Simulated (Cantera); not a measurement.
An isothermal, constant-pressure homogeneous reactor starts with 51.8 % CH₄, 48.2 % H₂O, at 1450 K and 5.00 bar.

Model: GRI-Mech 3.0 (53 species, 325 reactions), integrated in Cantera.

x: mole fraction; the columns are a selection and need not sum to one.

| t (s) | x CH₄ | x H₂O | x CH₃ | x HO₂ | x H | x H₂ |
|---|---|---|---|---|---|---|
| 8.00e-6 | 0.518 | 0.482 | 6.54e-6 | <1e-12 | 9.13e-9 | 3.30e-6 |
| 2.70e-5 | 0.518 | 0.482 | 2.03e-5 | <1e-12 | 9.38e-9 | 1.13e-5 |
| 9.12e-5 | 0.518 | 0.482 | 3.87e-5 | <1e-12 | … | 3.98e-5 |
| 0.000308 | 0.518 | 0.482 | 4.32e-5 | <1e-12 | … | 0.000142 |
| 0.00104 | 0.517 | 0.482 | 5.10e-5 | <1e-12 | … | 0.000518 |
| 0.00351 | 0.515 | 0.482 | 6.66e-5 | <1e-12 | … | 0.00215 |
| 0.0118 | 0.504 | 0.480 | 7.67e-5 | <1e-12 | … | 0.0104 |
| 0.0400 | 0.470 | 0.469 | 6.72e-5 | <1e-12 | … | 0.0431 |
| 0.135 | 0.386 | 0.443 | 5.09e-5 | <1e-12 | … | 0.124 |
| 0.456 | 0.270 | 0.406 | 4.11e-5 | <1e-12 | … | 0.236 |
| 1.54 | 0.244 | 0.372 | 3.96e-5 | <1e-12 | 2.27e-6 | 0.281 |
| 5.20 | 0.246 | 0.314 | 3.69e-5 | <1e-12 | 2.43e-6 | 0.327 |
| 17.5 | 0.228 | 0.238 | 3.08e-5 | <1e-12 | … | 0.401 |
| 59.2 | 0.185 | 0.165 | 2.26e-5 | <1e-12 | 2.98e-6 | 0.491 |
| 200 | 0.131 | 0.103 | 1.48e-5 | <1e-12 | … | 0.577 |

**Question.** Some entries are withheld; supply them.

**Answer.** 
- 9.12e-5, x H: 1.02e-8
- 0.000308, x H: 1.12e-8
- 0.00104, x H: 1.45e-8
- 0.00351, x H: 3.05e-8
- 0.0118, x H: 1.02e-7
- 0.0400, x H: 3.27e-7
- 0.135, x H: 8.27e-7
- 0.456, x H: 1.79e-6
- 17.5, x H: 2.69e-6
- 200, x H: 3.23e-6
